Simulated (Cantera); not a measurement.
**Stirred combustor or abatement burner**

A perfectly stirred reactor is fed with 15.9 % H2, 17.6 % O2, 66.5 % N2, equivalence ratio 0.45, at 7200 Torr; it is adiabatic with a 675 K inlet, and is followed from long to short residence time, starting on the burning branch (τ in s: 0.21, 0.069, 0.022, 0.0074, 0.0024, 0.00079, 0.00026, 8.5e-05, 2.8e-05, 9.1e-06).

Model: GRI-Mech 3.0 (53 species, 325 reactions), integrated in Cantera. The hydrogen kinetics of GRI-Mech 3.0 are dated; newer H2 mechanisms differ, most at raised pressure.

| τ (s) | T (K) | x H2 | x O2 | x NO | x H2O2 | x OH | x O |
|---|---|---|---|---|---|---|---|
| 0.21 | 1857 | 2.05e-5 | 0.105 | 8.93e-5 | 2.01e-7 | 0.000626 | 2.32e-5 |
| 0.069 | 1857 | 2.97e-5 | 0.105 | 3.45e-5 | 2.16e-7 | 0.000662 | 2.61e-5 |
| 0.022 | 1857 | 5.46e-5 | 0.105 | 1.61e-5 | 2.57e-7 | 0.000753 | 3.45e-5 |
| 0.0074 | 1855 | 0.000110 | 0.105 | 1.05e-5 | 3.45e-7 | 0.000932 | 5.43e-5 |
| 0.0024 | 1853 | 0.000233 | 0.105 | 8.77e-6 | 5.18e-7 | 0.00124 | 0.000101 |
| 0.00079 | 1848 | 0.000490 | 0.105 | 8.24e-6 | 8.03e-7 | 0.00171 | 0.000200 |
| 0.00026 | 1840 | 0.00102 | 0.105 | 7.44e-6 | 1.24e-6 | 0.00236 | 0.000409 |
| 8.5e-5 | 1824 | 0.00215 | 0.105 | 6.56e-6 | 1.90e-6 | 0.00324 | 0.000839 |
| 2.8e-5 | 1795 | 0.00448 | 0.105 | 6.50e-6 | 2.86e-6 | 0.00428 | 0.00165 |
| 9.1e-6 | 1735 | 0.00973 | 0.107 | 7.13e-6 | 4.52e-6 | 0.00525 | 0.00294 |
x: mole fraction; the columns are a selection and need not sum to one.
